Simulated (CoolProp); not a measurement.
Properties of CHF3 (R23) along the isotherm 190.35 °C (Tc = 26.1 °C, pc = 48.32 bar, ω = 0.263).

The numbers come from the reference Helmholtz-energy equation of state, Penoncello 2003 in CoolProp.

| p (bar) | phase | density (kg/m³) | Joule-Thomson coefficient (K/MPa) | isothermal compressibility (1/MPa) | Prandtl number | fugacity coefficient |
|---|---|---|---|---|---|---|
| 7.25 | gas | 13.31 | 3.734 | 1.393 | 0.921 | 0.9898 |
| 14.5 | gas | 26.89 | 3.701 | 0.7037 | 0.905 | 0.9798 |
| 21.7 | gas | 40.65 | 3.663 | 0.4748 | 0.893 | 0.9700 |
| 29 | gas | 54.88 | 3.620 | 0.3587 | 0.884 | 0.9602 |
| 36.2 | gas | 69.19 | 3.573 | 0.2899 | 0.877 | 0.9508 |
| 43.5 | gas | 83.96 | 3.520 | 0.2433 | 0.871 | 0.9414 |
| 50.7 | supercritical | 98.80 | 3.464 | 0.2104 | 0.868 | 0.9323 |
| 58 | supercritical | 114.1 | 3.403 | 0.1852 | 0.865 | 0.9234 |
| 65.2 | supercritical | 129.4 | 3.338 | 0.1658 | 0.864 | 0.9147 |
| 72.5 | supercritical | 145.2 | 3.268 | 0.1499 | 0.865 | 0.9061 |

Viscosity comes from a separate model (Shan 2000). Thermal conductivity comes from a separate model (Shan 2000).
